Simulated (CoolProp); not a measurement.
Saturated liquid density (kg/m³) of R1234yf: the reference equation beside estimates from Tc = 94.7 °C, pc = 3.384 MPa, ω = 0.276. Rackett uses Z = 0.29056 − 0.08775 ω.

The numbers come from the reference Helmholtz-energy equation of state, Lemmon 2022 in CoolProp.

```
T (°C)  reference  Rackett  van der Waals  Redlich-Kwong  Soave-Redlich-Kwong  Peng-Robinson
------  ---------  -------  -------------  -------------  -------------------  -------------
-3.85        1188     1175          699.5           1007                 1055           1196
6.25         1156     1143          680.6          973.3                 1022           1159
16.35        1122     1109          660.4          937.1                986.4           1119
26.45        1086     1073          638.8          898.2                947.3           1075
36.55        1048     1035          615.4          856.0                904.1           1026
46.65        1005    992.6          589.8          809.9                856.1          971.3
56.65       957.9    946.4          561.5          759.3                802.4          909.2
66.75       902.6    892.8          528.8          701.2                739.7          836.1
76.85       834.6    827.3          489.5          632.2                663.9          747.0
86.95       738.9    735.0          436.5          541.3                562.3          626.7
```

Absolute difference from the reference over all 10 rows, mean and median: Rackett 1.1 and 1.1 %, van der Waals 41.2 and 41.2 %, Redlich-Kwong 19.7 and 18.9 %, Soave-Redlich-Kwong 15.5 and 14.3 %, Peng-Robinson 4.6 and 2.7 %.
